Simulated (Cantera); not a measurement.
Calcination and drying: CaCO₃ + H₂ + H₂O

A closed system holds: 1 mol CaCO₃, 2.7 mol H₂, 9.5 mol H₂O, equilibrated at 120000 Pa.

These are equilibrium values from Cantera (NASA tables, ideal gas, pure condensed phases), not measurements of a reactor. Candidate condensed phases: C, C₆H₆, C₇H₈, C₈H₁₈, Ca, CaCO₃, CaO, Ca(OH)₂, H₂O; 115 gas species. The numbers say what is thermodynamically allowed, not how fast it happens.

| T (K) | log p H₂O | log p H₂ | log p CO₂ | log p CO | log p CH₄ | n CaCO₃(calcite) | n Ca(OH)₂(s) | n CaO(s) |
|---|---|---|---|---|---|---|---|---|
| 525 | -0.01 | -0.69 | -6.02 | -8.65 | -1.75 | 0.824 | 0.176 | 0 |
| 625 | -0.03 | -0.58 | -4.91 | -6.78 | -2.97 | 0.989 | 0.0109 | 0 |
| 725 | -0.03 | -0.58 | -4.08 | -5.50 | -4.21 | 0.998 | 0.00151 | 0 |
| 825 | -0.03 | -0.58 | -3.17 | -4.26 | -4.91 | 0.992 | 0 | 0.00764 |
| 925 | -0.03 | -0.58 | -1.99 | -2.84 | -5.03 | 0.879 | 0 | 0.121 |
| 1025 | -0.06 | -0.64 | -1.12 | -1.82 | -5.38 | 0 | 0 | 1.00 |
| 1125 | -0.05 | -0.65 | -1.15 | -1.70 | -6.32 | 0 | 0 | 1.00 |
| 1225 | -0.05 | -0.66 | -1.18 | -1.61 | -7.12 | 0 | 0 | 1.00 |
| 1325 | -0.05 | -0.66 | -1.20 | -1.55 | -7.80 | 0 | 0 | 1.00 |
log p: log10 of the partial pressure in bar; n: condensed amount in mol.

From 525 K to 725 K the condensed part is CaCO₃(calcite) + Ca(OH)₂(s). From 825 K to 925 K the condensed part is CaCO₃(calcite) + CaO(s). From 1025 K to 1325 K the condensed part is CaO(s).
